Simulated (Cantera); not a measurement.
# Adiabatic ignition

An adiabatic, constant-pressure homogeneous reactor starts with 13.9 % CO, 16.7 % H2, 7.23 % CH4, 13.0 % O2, 49.1 % N2, equivalence ratio 2.3, at 1425 K and 14.0 bar.

Cantera simulation using GRI-Mech 3.0 (53 species, 325 reactions); the numbers are that mechanism's predictions, not measurements. The pressure lies above the range GRI-Mech 3.0 was tuned for (to about 10 atm).

| t (s) | T (K) | x CO | x H2 | x CH4 | x O2 | x HCN |
|---|---|---|---|---|---|---|
| 2.00e-6 | 1425 | 0.139 | 0.167 | 0.0723 | 0.130 | <1e-12 |
| 6.32e-6 | 1445 | 0.139 | 0.165 | 0.0707 | 0.128 | 6.93e-12 |
| 2.00e-5 | 2651 | 0.175 | 0.137 | 0.000942 | 0.000101 | 7.45e-5 |
| 6.32e-5 | 2648 | 0.179 | 0.148 | 1.32e-7 | 1.09e-5 | 1.16e-5 |
| 0.000200 | 2648 | 0.179 | 0.148 | 1.33e-9 | 1.09e-5 | 1.36e-6 |
| 0.000632 | 2648 | 0.179 | 0.148 | 1.33e-9 | 1.09e-5 | 1.33e-6 |
| 0.00200 | 2648 | 0.179 | 0.148 | 1.33e-9 | 1.09e-5 | 1.32e-6 |
| 0.00632 | 2648 | 0.179 | 0.148 | 1.33e-9 | 1.09e-5 | 1.32e-6 |
| 0.0200 | 2648 | 0.179 | 0.148 | 1.33e-9 | 1.09e-5 | 1.32e-6 |
| 0.0632 | 2648 | 0.179 | 0.148 | 1.33e-9 | 1.09e-5 | 1.32e-6 |
| 0.200 | 2648 | 0.179 | 0.148 | 1.33e-9 | 1.09e-5 | 1.32e-6 |
x: mole fraction; the columns are a selection and need not sum to one.

```yaml
time_of_steepest_temperature_rise: 17.5 µs
temperature at 0.200 s: 2648 K
equilibrium_temperature: 2648 K
x(CO) at 0.200 s: 0.179 (gas-phase equilibrium 0.179)
x(H2) at 0.200 s: 0.148 (gas-phase equilibrium 0.148)
x(CH4) at 0.200 s: 1.33e-9 (gas-phase equilibrium 1.49e-9)
```
